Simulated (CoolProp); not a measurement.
A Linde-Hampson liquefier for oxygen: isothermal reversible compression at 200 K from 1 atm to 20 MPa, throttling to 1 atm, return gas leaving the recuperator 0 K below the feed. Each further row changes one setting.

The numbers come from the reference Helmholtz-energy equation of state, Schmidt 1985 in CoolProp.

```tsv
case	liquid yield per pass	compression work (kJ/kg of gas)
as stated	0.337	246
high pressure 40 MPa	0.376	275
warm-end temperature 230 K	0.226	297
warm-end gap 5 K	0.327	246
```
